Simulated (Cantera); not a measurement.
A perfectly stirred reactor is fed with C₃H₈ : O₂ : N₂ : H₂O = 1 : 6.33 : 23.8 : 1.6 (molar parts), equivalence ratio 0.79, at 5.00 bar; it is adiabatic with a 348 K inlet, and is followed from long to short residence time, starting on the burning branch (τ in s: 0.45, 0.17, 0.065, 0.025, 0.0094, 0.0036, 0.0014, 0.00052, 0.0002, 7.5e-05, 2.9e-05, 1.1e-05).

Detailed kinetics in Cantera: GRI-Mech 3.0 (53 species, 325 reactions). GRI-Mech 3.0 was tuned for natural gas; its chemistry of propane as a main component is partial and can be far from experiment.

Problem. What does this change do: N2 23.8 to 16 parts?

Solution. 
| quantity | before | after |
|---|---|---|
| blow-out, bracketed by the residence times tried | burning at 75.0 µs, out at 29.0 µs | burning at 29.0 µs, out at 11.0 µs |
| x(C₃H₈) at τ = 0.450 s | 3.81e-8 | 8.46e-9 |
| x(O₂) at τ = 0.450 s | 0.0390 | 0.0483 |
| x(H₂O) at τ = 0.450 s | 0.165 | 0.211 |
| x(HCO) at τ = 0.450 s | 6.57e-10 | 1.09e-9 |
| x(H₂) at τ = 0.450 s | 0.000107 | 0.000997 |
| x(C₃H₈) at τ = 1.40 ms | 6.36e-6 | 2.29e-6 |
| x(O₂) at τ = 1.40 ms | 0.0408 | 0.0524 |
| x(H₂O) at τ = 1.40 ms | 0.163 | 0.210 |
| x(HCO) at τ = 1.40 ms | 2.50e-7 | 2.31e-7 |
| x(H₂) at τ = 1.40 ms | 0.000897 | 0.00164 |

Problem. What does this change do: O2 6.33 to 4.5 parts?

Solution. 
```tsv
quantity	before	after
blow-out, bracketed by the residence times tried	burning at 75.0 µs, out at 29.0 µs	burning at 0.520 ms, out at 0.200 ms
x(C₃H₈) at τ = 0.450 s	3.81e-8	1.12e-7
x(O₂) at τ = 0.450 s	0.0390	5.40e-5
x(H₂O) at τ = 0.450 s	0.165	0.162
x(HCO) at τ = 0.450 s	6.57e-10	6.95e-9
x(H₂) at τ = 0.450 s	0.000107	0.0108
x(C₃H₈) at τ = 1.40 ms	6.36e-6	1.01e-5
x(O₂) at τ = 1.40 ms	0.0408	0.00221
x(H₂O) at τ = 1.40 ms	0.163	0.160
x(HCO) at τ = 1.40 ms	2.50e-7	5.59e-7
x(H₂) at τ = 1.40 ms	0.000897	0.0112
```
